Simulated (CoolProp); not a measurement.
Saturated liquid density (kg/m³) of carbon dioxide: the reference equation beside estimates from Tc = 31.0 °C, pc = 7.377 MPa, ω = 0.224. Rackett uses Z = 0.29056 − 0.08775 ω.

The numbers come from the reference Helmholtz-energy equation of state, Span 1996 in CoolProp.

| T (°C) | reference | Rackett | van der Waals | Peng-Robinson |
|---|---|---|---|---|
| -39.85 | 1116 | ? | 686.9 | 1157 |
| -31.85 | 1083 | ? | 667.0 | 1117 |
| -23.85 | 1049 | 1055 | ? | 1073 |
| -15.75 | 1012 | 1018 | 622.1 | 1025 |
| -7.75 | ? | 978.4 | 596.8 | 970.5 |
| 0.35 | 925.3 | ? | 568.2 | ? |
| 8.35 | 873.1 | ? | 536.0 | 837.2 |
| 16.45 | 808.3 | 819.6 | ? | 750.0 |

Q: Some entries are withheld; supply them.

A: 
- -39.85, Rackett: 1121
- -31.85, Rackett: 1089
- -23.85, van der Waals: 645.6
- -7.75, reference: 971.1
- 0.35, Rackett: 933.5
- 0.35, Peng-Robinson: 908.4
- 8.35, Rackett: 882.5
- 16.45, van der Waals: 496.8

Absolute difference from the reference over all 8 rows, mean and median: Rackett 0.8 and 0.7 %, van der Waals 38.5 and 38.5 %, Peng-Robinson 2.9 and 2.7 %.
